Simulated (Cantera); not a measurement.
What does this Cantera script print?

```python
import numpy as np
import cantera as ct

gas_names = """
    Br Br2 Mg MgBr MgBr2 MgN MgO Mg2 N NO NO2 NO3 N2 N2O O O2 O3
""".split()
cond_names = """
    Br2(cr) Br2(L) Mg(cr) Mg(L) MgBr2(s) MgBr2(L) MgO(s) MgO(L)
""".split()


def load(file, names, dense=False):
    # The tables refer to 1 bar. Condensed volumes are neglected.
    table = {s.name: s for s in ct.Species.list_from_file(file)}
    out = []
    for n in names:
        d = dict(table[n].input_data)
        d["thermo"] = dict(d["thermo"], **{"reference-pressure": 1e5})
        if dense:
            d["equation-of-state"] = {"model": "constant-volume", "density": "1e6 g/cm^3"}
        out.append(ct.Species.from_dict(d))
    return out


gas = ct.Solution(thermo="ideal-gas", species=load("nasa_gas.yaml", gas_names))
cond = {s.name: ct.Solution(thermo="fixed-stoichiometry", species=[s], name=s.name)
        for s in load("nasa_condensed.yaml", cond_names, dense=True)}
atoms = {
    'MgO': {'Mg': 1, 'O': 1},
    'Br2': {'Br': 2},
    'N2': {'N': 2},
}
top_T = {}  # K; cautious upper limits of use, not melting points


def equilibrate(T, P, feed):
    n = {}
    for name, mol in feed.items():
        for a, k in atoms[name].items():
            n[a] = n.get(a, 0.0) + k * mol
    gas.TPX = T, P, n
    mass = sum(n.values()) * gas.mean_molecular_weight
    gas.equilibrate("TP")
    valid = [c for c in cond.values() if c.min_temp <= T <= top_T.get(c.name, c.max_temp)]
    mix = ct.Mixture([(gas, mass / gas.mean_molecular_weight)] + [(c, 0.0) for c in valid])
    mix.T, mix.P = T, P
    mix.equilibrate("TP", solver="vcs", rtol=1e-11, max_steps=5000)
    return mix


results = []
feed = {'MgO': 1, 'Br2': 0.13, 'N2': 0.048}  # mol
T = 1075  # K
P = 101325  # Pa
mix = equilibrate(T, P, feed)
results.append((T, P, feed, dict(zip(mix.species_names, mix.species_moles))))
x = sorted(zip(gas.X, gas.species_names), reverse=True)
print(f"T = {T:g} K  P = {P:g} Pa  gas = {mix.phase_moles(0):.4g} mol")
print("   x: " + "  ".join(f"{s} {v:.3e}" for v, s in x if v > 1e-05))
print("   condensed (mol): " + ("  ".join(f"{mix.phase(i).name} {mix.phase_moles(i):.4g}"
      for i in range(1, mix.n_phases) if mix.phase_moles(i) > 1e-12) or "none"))
```

Result:

```
T = 1075 K  P = 101325 Pa  gas = 0.179 mol
   x: Br2 7.207e-01  N2 2.682e-01  Br 1.102e-02  MgBr2 6.481e-05  O2 3.216e-05
   condensed (mol): MgO(s) 1
```

Equilibrium computed with Cantera from the NASA thermochemical tables; the gas is ideal and each condensed phase is pure.
